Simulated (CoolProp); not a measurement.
The fluid at 298.15 K and 0.153 MPa is throttled through a valve to 0.0516 MPa with no heat exchange. The same conditions are run with several fluids, on thermodynamics alone (safety and materials aside).

Computed with CoolProp (reference Helmholtz-energy equation of state of each fluid (carbon monoxide: Lemmon 2006; cyclopropane: Polt 1992; R115: Lemmon 2016; C3F8 (R218): Lemmon 2006; oxygen: Schmidt 1985)). The equations of Platzer and Polt are older, rougher fits.

```
fluid            temperature change (K)  final density (kg/m³)
---------------  ----------------------  ---------------------
carbon monoxide                    -0.3                  0.584
cyclopropane                       -2.5                  0.891
R115                               -1.4                   3.26
C3F8 (R218)                        -1.3                   3.97
oxygen                             -0.3                  0.667
```
